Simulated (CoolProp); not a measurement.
Isobutane at 293.15 K and 0.213 MPa flows at 0.58 m/s in a round tube of 100 mm bore and 15 µm roughness, fully developed (64/Re and Nu = 3.66 if laminar; Colebrook and Gnielinski if turbulent). Each further row changes one setting.

Values from CoolProp's reference Helmholtz-energy equation of state, Bücker 2006.

```csv
case,Reynolds number,Darcy friction factor,pressure drop (Pa/m),heat-transfer coefficient (W/(m² K)),mass flow (kg/h)
as stated,42600,0.0221,…,16.2,…
velocity 1.16 m/s,85200,…,0.703,28.5,177
diameter 200 mm,85200,0.0190,0.0863,14.0,…
```

**Question.** Some entries are withheld; supply them.

**Answer.** 
- as stated, pressure drop (Pa/m): 0.201
- as stated, mass flow (kg/h): 88.7
- velocity 1.16 m/s, Darcy friction factor: 0.0193
- diameter 200 mm, mass flow (kg/h): 355

Viscosity comes from a separate model (Vogel 2000). Thermal conductivity comes from a separate model (Perkins 2002).
